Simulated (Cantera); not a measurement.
Mixture: 14.8 % CH₃OH, 17.0 % O₂, 64.1 % N₂, 4.14 % H₂O, equivalence ratio 1.3, at 24.7 atm, adiabatic and at constant volume. Ignition delay is the time to a rise of 400 K.

Cantera simulation using GRI-Mech 3.0 (53 species, 325 reactions); the numbers are that mechanism's predictions, not measurements. GRI-Mech 3.0 was tuned for natural gas; its chemistry of methanol as a main component is partial and can be far from experiment. The pressure lies above the range GRI-Mech 3.0 was tuned for (to about 10 atm).

Q: Predict: delay at 1250 K; delay at 1400 K; delay at 1550 K; delay at 1700 K; delay at 1850 K; apparent activation energy between 1775 and 1925 K.

A: 
```
Quantity                                                 Value
--------------------------------------------------  ----------
delay at 1250 K                                       0.301 ms
delay at 1400 K                                        37.0 µs
delay at 1550 K                                        7.23 µs
delay at 1700 K                                        2.00 µs
delay at 1850 K                                       0.713 µs
apparent activation energy between 1775 and 1925 K  180 kJ/mol
```
